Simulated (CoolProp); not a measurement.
Vapour-liquid equilibrium of R22 (1) + cyclohexane (2) at 314.1 K; x and y are mole fractions of (1).

The numbers come from the multi-fluid Helmholtz-energy mixture model, Kamei 1995 and Zhou 2014; pair parameters Bell 2016 in CoolProp.

**Question.** Give the bubble pressure and the first vapour's composition at x = 0.35, 0.45, 0.85. Is there an azeotrope?

**Answer.** x = 0.35: 8.150 bar, y = 0.969; x = 0.45: 9.322 bar, y = 0.974; x = 0.85: 13.30 bar, y = 0.989. No azeotrope shows between x = 0.05 and 0.95.

Pair parameters are fitted to limited data, so mixtures are less certain than the pure fluids. The gap from Raoult's law changes sign with composition, which may be real or a fault of the pair parameters; it wasn't checked against measurements. With so large a gap from Raoult's law the liquid may split in two, which this calculation doesn't test in full.
